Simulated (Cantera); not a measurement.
A closed system holds: 1 mol Si3N4, 0.052 mol H2O, 1.5 mol H2, equilibrated at 977 °C.

Equilibrium computed with Cantera from the NASA thermochemical tables; the gas is ideal and each condensed phase is pure. Candidate condensed phases: H2O, Si, SiO2, Si2N2O, Si3N4; 35 gas species. Mutual solubility and eutectic melting of coexisting phases are not modelled. Rates play no part.

### Question
At 2.50e-5 bar, list the 4 most abundant gas species with their mole fractions, and the condensed phases.

### Answer
H2 0.989, N2 0.0111, H 9.61e-5, SiO 1.76e-5. Condensed: Si2N2O(s) + Si3N4(s).
